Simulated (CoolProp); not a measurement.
Properties of nitrous oxide along the isotherm 335.1 K (Tc = 309.5 K, pc = 7.245 MPa, ω = 0.161).

The numbers come from the reference Helmholtz-energy equation of state, Lemmon 2006 in CoolProp. It is a short technical equation, of lower accuracy than the large ones.

```csv
p (MPa),phase,Z,expansivity (1/kK),fugacity coefficient
0.241,gas,0.9910,3.073,0.9911
0.483,gas,0.9819,3.165,0.9822
0.724,gas,0.9728,3.262,0.9734
0.966,gas,0.9635,3.364,0.9645
1.21,gas,0.9541,3.472,0.9557
1.45,gas,0.9447,3.584,0.9470
1.69,gas,0.9352,3.701,0.9383
1.93,gas,0.9256,3.825,0.9297
2.17,gas,0.9159,3.955,0.9211
2.41,gas,0.9061,4.093,0.9126
2.66,gas,0.8957,4.245,0.9037
2.9,gas,0.8856,4.400,0.8952
3.14,gas,0.8754,4.564,0.8868
3.38,gas,0.8650,4.739,0.8783
3.62,gas,0.8545,4.925,0.8699
```
